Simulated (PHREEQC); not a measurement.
0.01 mol of Atacamite (Cu2(OH)3Cl) is brought to equilibrium with 1 kg of water holding 3 mmol/kgw NaCl, at 20 °C, the pH being set by adding NaOH or HCl. O2 is buffered at 0.21 atm. No CO2 enters from the air. Only these solids could form: Atacamite, Cu(OH)2.

Computed with PHREEQC (ion-association model, wateq4f.dat).

Problem. Predict dissolved Cu (mol/kgw), dissolved Cl (mol/kgw), Cu+2 (mol/kgw) at pH = 4.7, 5.4, 5.75, 6.45, 7.5.

Solution. 
```json
[
 {"pH": "4.7", "dissolved Cu (mol/kgw)": "0.00786", "dissolved Cl (mol/kgw)": "0.0187", "Cu+2 (mol/kgw)": "0.00769"},
 {"pH": "5.4", "dissolved Cu (mol/kgw)": "0.000994", "dissolved Cl (mol/kgw)": "0.00499", "Cu+2 (mol/kgw)": "0.000981"},
 {"pH": "5.75", "dissolved Cu (mol/kgw)": "0.000329", "dissolved Cl (mol/kgw)": "0.00365", "Cu+2 (mol/kgw)": "0.000323"},
 {"pH": "6.45", "dissolved Cu (mol/kgw)": "3.56e-5", "dissolved Cl (mol/kgw)": "0.00306", "Cu+2 (mol/kgw)": "3.04e-5"},
 {"pH": "7.5", "dissolved Cu (mol/kgw)": "1.46e-5", "dissolved Cl (mol/kgw)": "0.00301", "Cu+2 (mol/kgw)": "8.15e-7"}
]
```

The database's constant for dissolved Cu(OH)2 is higher than later reviews accept.
